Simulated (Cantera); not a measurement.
A closed system holds: 1 mol Fe, 0.052 mol CO₂, 7.2 mol N₂, 0.23 mol NH₃, held at 1498 K and 1.00 bar.

Equilibrium computed with Cantera from the NASA thermochemical tables; the gas is ideal and each condensed phase is pure. Candidate condensed phases: C, C₆H₆, C₇H₈, C₈H₁₈, Fe, Fe(CO)₅, FeO, Fe(OH)₂, Fe(OH)₃, Fe₂O₃, Fe₃O₄, H₂O; 140 gas species. Rates play no part.

Base state: N₂ 0.949, H₂ 0.0384, CO 0.00634, H₂O 0.00634, CO₂ 0.000406 (mole fractions); condensed: Fe(γ).

**Question.** What changes in the equilibrium state with this change: 0.78 mol O₂ added?

**Answer.** 
| species | before | after |
|---|---|---|
| N₂ | 0.949 | 0.949 |
| H₂O | 0.00634 | 0.0439 |
| CO₂ | 0.000406 | 0.00642 |
| H₂ | 0.0384 | 0.000860 |
| CO | 0.00634 | 0.000325 |
| Fe(γ), mol | 1.000 | 0 |
| FeO(s), mol | 0 | 0.328 |
| Fe₃O₄(s), mol | 0 | 0.224 |
Mutual solubility and eutectic melting of coexisting phases are not modelled. The tables' stoichiometric FeO is somewhat more stable than real wüstite, so its field is too wide. FeO: taken at fixed stoichiometry.
